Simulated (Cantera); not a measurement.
Feed: 1 mol CCl₄, a varied amount of H₂, equilibrated at 725 K and 880 Pa.

Method: chemical equilibrium by Gibbs-energy minimisation in Cantera with the NASA 1993 tables (ideal gas, pure condensed phases). Candidate condensed phases: C, C₆H₆, C₇H₈, C₈H₁₈; 91 gas species. Gases not in the tables: chlorinated aromatics. Rates play no part.

x: gas mole fraction; n: condensed amount in mol.

```
n(H₂) (mol)   x HCl    x Cl₂     x H₂    x CCl₄    x CH₄  n C(graphite)
-----------  ------  -------  -------  --------  -------  -------------
0.05         0.0489    0.948   <1e-12   0.00339   <1e-12          0.993
0.079        0.0762    0.921   <1e-12   0.00319   <1e-12          0.993
0.13            ___    0.875   <1e-12       ___   <1e-12          0.994
0.2           0.182    0.815   <1e-12   0.00251   <1e-12          0.995
0.32            ___      ___   <1e-12       ___   <1e-12          0.995
0.5           0.401    0.598   <1e-12   0.00135   <1e-12          0.997
0.79          0.567    0.433   <1e-12  0.000705   <1e-12          0.998
1.3           0.788    0.212   <1e-12  0.000169   <1e-12          0.999
2              1.00  7.37e-8  7.57e-8    <1e-12   <1e-12           1.00
3.1           0.786   <1e-12    0.212    <1e-12  0.00203          0.990
```

Question: What belongs in the gaps?

Answer: 
- 0.32, x HCl: 0.276
- 0.32, x Cl₂: 0.722
- 0.32, x CCl₄: 0.00196
- 0.13, x HCl: 0.122
- 0.13, x CCl₄: 0.00288
